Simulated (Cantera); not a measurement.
Cantera run, input and output.

```python
import numpy as np
import cantera as ct

gas = ct.Solution("gri30.yaml")
gas.TPX = 1175, 440000, {'CO': 0.0029, 'O2': 0.04, 'H2O': 0.0042, 'N2': 1, 'CH4': 0.0014}
reactor = ct.IdealGasConstPressureReactor(gas, energy="off", clone=False)
net = ct.ReactorNet([reactor])
net.rtol, net.atol = 1e-08, 1e-18
show = ['CO', 'O2', 'H2O', 'H2', 'H', 'NO', 'HO2']
times = np.geomspace(2e-06, 100, 10)

steps = ct.SolutionArray(gas, extra=["t"])
rows = []
print(f"{'t/s':>10s}{'T/K':>9s}{'P/Pa':>11s}" + "".join(f"{s:>11s}" for s in show))
for t in times:
    while net.time < t:
        t_next = net.step()
        steps.append(gas.state, t=t_next)
    rows.append([np.interp(t, steps.t, y) for y in (steps.T, steps.P, *steps(*show).X.T)])
    print(f"{t:10.3e}{rows[-1][0]:9.1f}{rows[-1][1]:11.4g}" + "".join(f"{x:11.3e}" for x in rows[-1][2:]))
rate = np.gradient(steps.T, steps.t)
print("integrator steps:", len(steps.t))
if steps.T.max() > steps.T[0] + 200:
    print(f"time of steepest temperature rise: {steps.t[rate.argmax()]:.4e} s")
gas.TPX = 1175, 440000, {'CO': 0.0029, 'O2': 0.04, 'H2O': 0.0042, 'N2': 1, 'CH4': 0.0014}
gas.equilibrate("TP")
print(f"equilibrium (TP): T = {gas.T:.1f} K  " + "  ".join(f"{s} {gas[s].X[0]:.3e}" for s in show))
```

Output:

```
       t/s      T/K       P/Pa         CO         O2        H2O         H2          H         NO        HO2
 2.000e-06   1175.0    4.4e+05  2.766e-03  3.815e-02  4.006e-03  1.017e-14  2.382e-13  1.795e-21  1.306e-11
 1.434e-05   1175.0    4.4e+05  2.766e-03  3.815e-02  4.006e-03  5.770e-13  2.374e-12  9.366e-20  9.731e-11
 1.028e-04   1175.0    4.4e+05  2.766e-03  3.815e-02  4.006e-03  2.390e-11  8.966e-12  1.878e-18  8.299e-10
 7.368e-04   1175.0    4.4e+05  2.766e-03  3.815e-02  4.006e-03  5.229e-10  3.275e-11  2.037e-17  6.821e-09
 5.282e-03   1175.0    4.4e+05  2.765e-03  3.815e-02  4.008e-03  7.291e-08  1.095e-09  1.082e-15  1.499e-07
 3.786e-02   1175.0    4.4e+05  1.841e-03  3.503e-02  6.670e-03  5.212e-06  8.987e-08  1.189e-09  4.486e-06
 2.714e-01   1175.0    4.4e+05  5.642e-05  3.417e-02  6.685e-03  8.556e-08  1.157e-09  6.458e-09  3.201e-07
 1.946e+00   1175.0    4.4e+05  7.536e-09  3.414e-02  6.685e-03  1.771e-10  1.196e-12  1.344e-08  1.150e-09
 1.395e+01   1175.0    4.4e+05  1.020e-10  3.414e-02  6.685e-03  1.298e-10  6.703e-13  1.356e-08  9.680e-10
 1.000e+02   1175.0    4.4e+05  1.020e-10  3.414e-02  6.685e-03  1.298e-10  6.701e-13  1.374e-08  9.680e-10
integrator steps: 1987
equilibrium (TP): T = 1175.0 K  CO 1.021e-10  O2 3.411e-02  H2O 6.685e-03  H2 1.298e-10  H 6.703e-13  NO 7.179e-05  HO2 9.672e-10
```

Computed with Cantera and GRI-Mech 3.0 (53 species, 325 reactions).
